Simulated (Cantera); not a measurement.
A perfectly stirred reactor is fed with NH3 : H2 = 1 : 0.19 (molar parts), at 0.109 atm; it is held at 1950 K, and followed from long to short residence time.

Detailed kinetics in Cantera: the gas-phase N/H chemistry of the illustrative SiF4/NH3 mechanism in the Surface Chemkin manual (1991). Walls and surfaces, which speed up NH3 decomposition in real reactors, are not modelled.

Q: What does this change do: pressure from 0.109 atm to 0.148 atm?

A: 
```tsv
quantity	before	after
x(NH3) at τ = 17.0 s	0.0176	0.0136
x(H2) at τ = 17.0 s	0.758	0.761
x(H) at τ = 17.0 s	0.00108	0.00116
x(N2H2) at τ = 17.0 s	5.41e-8	3.88e-8
x(NH2) at τ = 17.0 s	7.16e-5	5.93e-5
x(NH3) at τ = 0.260 s	0.476	0.423
x(H2) at τ = 0.260 s	0.425	0.463
x(H) at τ = 0.260 s	0.000201	0.000223
x(N2H2) at τ = 0.260 s	2.64e-6	2.14e-6
x(NH2) at τ = 0.260 s	0.000641	0.000581
```
